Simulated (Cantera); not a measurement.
An adiabatic, constant-volume homogeneous reactor starts with 23.7 % CO, 1.55 % H2, 15.7 % O2, 59.0 % N2, equivalence ratio 0.80, at 1625 K and 1.01 bar.

Computed with Cantera and GRI-Mech 3.0 (53 species, 325 reactions).

Problem. Predict: time of steepest temperature rise; temperature at 0.300 s; equilibrium temperature; x(CO) at 0.300 s; x(H2) at 0.300 s; x(O2) at 0.300 s; x(O) at 0.300 s; x(H2O2) at 0.300 s; x(NO) at 0.300 s.

Solution. 
```json
{
  "time_of_steepest_temperature_rise": "47.4 µs",
  "temperature at 0.300 s": "2866 K",
  "equilibrium_temperature": "2866 K",
  "x(CO) at 0.300 s": "0.0972 (gas-phase equilibrium 0.0972)",
  "x(H2) at 0.300 s": "0.000904 (gas-phase equilibrium 0.000904)",
  "x(O2) at 0.300 s": "0.0637 (gas-phase equilibrium 0.0637)",
  "x(O) at 0.300 s": "0.0138 (gas-phase equilibrium 0.0138)",
  "x(H2O2) at 0.300 s": "4.77e-8 (gas-phase equilibrium 4.77e-8)",
  "x(NO) at 0.300 s": "0.0198 (gas-phase equilibrium 0.0198)"
}
```
